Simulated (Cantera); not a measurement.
A Cantera script and what it prints.

```python
import numpy as np
import cantera as ct

gas_names = [...]  # 47 gases of nasa_gas.yaml made of Cl, H, N, O, Si
cond_names = """
    H2O(s) H2O(L) NH4CL(a) NH4CL(b) Si(cr) Si(L) SiO2(Lqz) SiO2(hqz) SiO2(L) Si2N2O(s) Si3N4(a)
""".split()


# ... load() reads the species with a 1 bar reference pressure and builds the phases ...
atoms = {
    'SiCl4': {'Si': 1, 'CL': 4},
    'H2O': {'H': 2, 'O': 1},
    'N2': {'N': 2},
    'O3': {'O': 3},
}
top_T = {'Si2N2O(s)': 2100, 'Si3N4(a)': 2400}  # K; cautious upper limits of use, not melting points


# ... equilibrate(T, P, feed) seeds the gas with the atoms and calls Mixture.equilibrate('TP', solver="vcs", rtol=1e-11, max_steps=5000) ...
results = []
feed = {'SiCl4': 1, 'H2O': 1.5, 'N2': 27, 'O3': 0.21}  # mol
T = 1498.15  # K
P = 1333.22  # Pa
mix = equilibrate(T, P, feed)
results.append((T, P, feed, dict(zip(mix.species_names, mix.species_moles))))
x = sorted(zip(gas.X, gas.species_names), reverse=True)
print(f"T = {T:g} K  P = {P:g} Pa  gas = {mix.phase_moles(0):.4g} mol")
print("   x: " + "  ".join(f"{s} {v:.3e}" for v, s in x if v > 0.001))
print("   condensed (mol): " + ("  ".join(f"{mix.phase(i).name} {mix.phase_moles(i):.4g}"
      for i in range(1, mix.n_phases) if mix.phase_moles(i) > 1e-12) or "none"))
```

It prints:

```
T = 1498.15 K  P = 1333.22 Pa  gas = 30.98 mol
   x: N2 8.715e-01  HCL 9.588e-02  CL 2.727e-02  CL2 2.979e-03  O2 1.797e-03
   condensed (mol): SiO2(hqz) 1
```

Cantera equilibrium calculation (NASA polynomials, part measured and part estimated; ideal gas, pure solids and liquids). The tables hold silica as quartz up to 1696 K and as liquid above; real silica turns to tridymite and cristobalite and melts near 1996 K.
